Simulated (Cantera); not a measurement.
Gas mixture: CO₂ : O₂ = 0.24 : 0.94 (molar parts), at 6.90 bar, frozen composition.

Cantera's kinetic-theory transport with the Lennard-Jones parameters of GRI-Mech 3.0, ideal gas; thermal conductivity in the mixture-averaged form.

D: mixture-averaged diffusion coefficient of that species in the mixture.

```csv
T (K),ρ (kg/m³),cp (J/kg/K),μ (µPa s),λ (mW/m/K),Pr,D (cm²/s) CH₃,D (cm²/s) CH₄,D (cm²/s) C₂H₂
400,7.15,940.5,24.1,31.9,0.710,0.0526,0.0523,0.0386
600,4.76,1022,32.5,46.6,0.712,0.107,0.106,0.0792
800,3.57,1084,…,…,0.715,…,…,…
1000,2.86,1128,…,…,0.717,…,…,…
1200,2.38,1157,52.2,84.3,0.717,0.345,0.343,0.259
1400,2.04,1181,57.8,95.2,0.717,0.447,0.444,0.335
```

Problem. Some entries are withheld; supply them.

Solution. 
- 800, μ (µPa s): 39.7
- 800, λ (mW/m/K): 60.2
- 800, D (cm²/s) CH₃: 0.174
- 800, D (cm²/s) CH₄: 0.173
- 800, D (cm²/s) C₂H₂: 0.130
- 1000, μ (µPa s): 46.2
- 1000, λ (mW/m/K): 72.7
- 1000, D (cm²/s) CH₃: 0.254
- 1000, D (cm²/s) CH₄: 0.253
- 1000, D (cm²/s) C₂H₂: 0.190
